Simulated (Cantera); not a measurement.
A perfectly stirred reactor is fed with NO : N2 = 1 : 0.45 (molar parts), at 0.908 atm; it is held at 1750 K, and followed from long to short residence time.

Computed with Cantera and GRI-Mech 3.0 (53 species, 325 reactions).

Problem. Predict: x(NO) at τ = 0.320 s; x(N2O) at τ = 0.320 s; x(N2) at τ = 0.320 s; x(O) at τ = 0.320 s; x(NO2) at τ = 0.320 s; x(NO) at τ = 15.0 ms; x(N2O) at τ = 15.0 ms; x(N2) at τ = 15.0 ms; x(O) at τ = 15.0 ms; x(NO2) at τ = 15.0 ms.

Solution. x(NO) at τ = 0.320 s: 0.651
x(N2O) at τ = 0.320 s: 0.000169
x(N2) at τ = 0.320 s: 0.329
x(O) at τ = 0.320 s: 1.29e-5
x(NO2) at τ = 0.320 s: 0.000589
x(NO) at τ = 15.0 ms: 0.688
x(N2O) at τ = 15.0 ms: 0.000160
x(N2) at τ = 15.0 ms: 0.311
x(O) at τ = 15.0 ms: 6.73e-6
x(NO2) at τ = 15.0 ms: 0.000300
